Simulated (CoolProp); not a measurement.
Vapour-liquid equilibrium of carbon dioxide (1) + hydrogen sulfide (2) at 227 K; x and y are mole fractions of (1).

The numbers come from the multi-fluid Helmholtz-energy mixture model, Span 1996 and Lemmon 2006; pair parameters Kunz 2012 in CoolProp.

```
x     bubble pressure, mixture model (bar)  bubble pressure, Raoult's law (bar)  y, mixture model  y, Raoult's law
----  ------------------------------------  -----------------------------------  ----------------  ---------------
0.05                                 2.814                                2.274             0.322            0.175
0.2                                  4.704                                3.171             0.636            0.502
0.35                                 5.845                                4.068             0.737            0.684
0.5                                  6.545                                4.965             0.790            0.801
0.65                                 7.050                                5.862             0.833            0.882
0.8                                  7.489                                6.759             0.884            0.942
0.95                                 7.866                                7.656             0.962            0.987
```

The largest gap from Raoult's law is +48.3 % in bubble pressure, at x = 0.2. No azeotrope shows between x = 0.05 and 0.95.

Pair parameters are fitted to limited data, so mixtures are less certain than the pure fluids.
